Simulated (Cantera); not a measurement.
A freely propagating, adiabatic, planar premixed flame of C3H8 : O2 : N2 = 1 : 7.14 : 26.9 (molar parts), unburnt at 425 K and 100.0 Torr; mixture-averaged transport, grid criteria slope 0.08 and curve 0.16, no radiation.

Detailed kinetics in Cantera: GRI-Mech 3.0 (53 species, 325 reactions). GRI-Mech 3.0 was tuned for natural gas; its chemistry of propane as a main component is partial and can be far from experiment. Burning velocities carry a grid error of a few per cent, more on coarse grids.

### Question
Predict: laminar burning velocity; thermal thickness; peak x(CH4); peak x(O); peak x(CO).

### Answer
```
Item                          Value
------------------------  ---------
laminar burning velocity  85.6 cm/s
thermal thickness           2.20 mm
peak x(CH4)                 0.00138
peak x(O)                   0.00892
peak x(CO)                   0.0479
```
